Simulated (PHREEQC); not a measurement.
Make-up at 25 °C: 1.9 mol/kgw NaOH and 1.2 mol/kgw LiCl. Closed to the air; pH follows from the charge balance.

Equilibrium calculation in PHREEQC: Pitzer model, pitzer.dat.

No solid was allowed to form.

Q: What pH, activity of water, density does the model give?

A: pH 13.96; activity of water 0.893; density 1.095 g/cm³.

In brines, pH and single-ion activities rest on the MacInnes convention.
